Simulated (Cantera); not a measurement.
Feed: 1 mol Ta(OEt)5, a varied amount of CO2, held at 2075 °C and 1.00 bar.

Cantera equilibrium calculation (NASA polynomials, part measured and part estimated; ideal gas, pure solids and liquids). Candidate condensed phases: C, C6H6, C7H8, C8H18, H2O, Ta, TaC, Ta2O5; 113 gas species. The feed counts by its element totals alone. TaC: taken at fixed stoichiometry. Condensed phases not in the tables: Ta2C. Rates play no part.

Task: At 0.73 mol CO2, list the 4 most abundant gas species with their mole fractions, and the condensed phases.

Result: H2 0.647, CO 0.339, H 0.00994, C2H2 (acetylene) 0.00354. Condensed: C(graphite) + TaC(s).
